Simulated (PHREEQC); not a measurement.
A made-up water analysis in mg/kgw, 21 °C, pH 6.31, pe 8.5:

```tsv
constituent	mg/kgw
Na	2.08
K	0.0129
Ca	0.851
Mg	0.91
Cl	2.08
S(6) as SO4	5.17
Alkalinity as HCO3	2.75
Pb	0.00658
Cd	0.0489
Zn	0.00196
Si as SiO2	0.0109
```

Valence states are taken as typed.

The numbers come from PHREEQC with the ion-association model, phreeqc.dat.

The ionic strength is 0.000322 mol/kgw and the charge-balance error is -0.5 %.

```json
[
 {"species": "Na+", "molality": "9.05e-5", "activity": "8.86e-5", "log γ": "-0.009"},
 {"species": "Cl-", "molality": "5.87e-5", "activity": "5.75e-5", "log γ": "-0.009"},
 {"species": "SO4-2", "molality": "5.33e-5", "activity": "4.91e-5", "log γ": "-0.035"},
 {"species": "CO2", "molality": "5.18e-5", "activity": "5.18e-5", "log γ": "0.000"},
 {"species": "HCO3-", "molality": "4.55e-5", "activity": "4.46e-5", "log γ": "-0.009"},
 {"species": "Mg+2", "molality": "3.71e-5", "activity": "3.42e-5", "log γ": "-0.035"},
 {"species": "Ca+2", "molality": "2.11e-5", "activity": "1.94e-5", "log γ": "-0.035"},
 {"species": "H+", "molality": "5.00e-7", "activity": "4.90e-7", "log γ": "-0.009"},
 {"species": "Cd+2", "molality": "4.27e-7", "activity": "3.93e-7", "log γ": "-0.035"}
]
```

No solid was allowed to form.
